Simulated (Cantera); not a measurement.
Feed: 1 mol SiH₂Cl₂, 0.26 mol O₃, held at 850 K and 13.3 mbar.

Equilibrium computed with Cantera from the NASA thermochemical tables; the gas is ideal and each condensed phase is pure. Candidate condensed phases: H₂O, Si, SiO₂; 30 gas species. The tables' values for SiCl₃ are old estimates; treat these amounts as uncertain. Kinetics and transport are ignored.

Problem. What is the equilibrium state?

Solution. 
- x(H₂): 0.648
- x(SiCl₄): 0.304
- x(SiHCl₃): 0.0388
- x(HCl): 0.00842
- x(SiCl₃): 0.000747
- x(SiH₂Cl₂): 0.000435
- x(SiCl₂): 0.000130
- x(SiH₃Cl): 1.16e-6
- n(Si(s)): 0.0980 mol
- n(SiO₂(β-quartz)): 0.390 mol
- gas amount: 1.489 mol
